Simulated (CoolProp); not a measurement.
50 sccm (0 °C, 1 atm) of nitrogen bubbles through liquid water at 307.6 K and leaves saturated at a total pressure of 0.0395 MPa (ideal gas phase). Each further row changes one setting.

Computed with CoolProp (reference Helmholtz-energy equation of state, Wagner 2002).

```csv
case,vapour pressure (kPa),mole fraction of vapour,delivery (mg/min),delivery (sccm),change of delivery for a bath 1 K warmer (%)
as stated,5.46,0.138,6.45,8.02,6.7
bath temperature 312.6 K,7.17,0.182,8.91,11.1,6.8
total pressure 0.079 MPa,5.46,0.0691,2.98,3.71,6.1
```
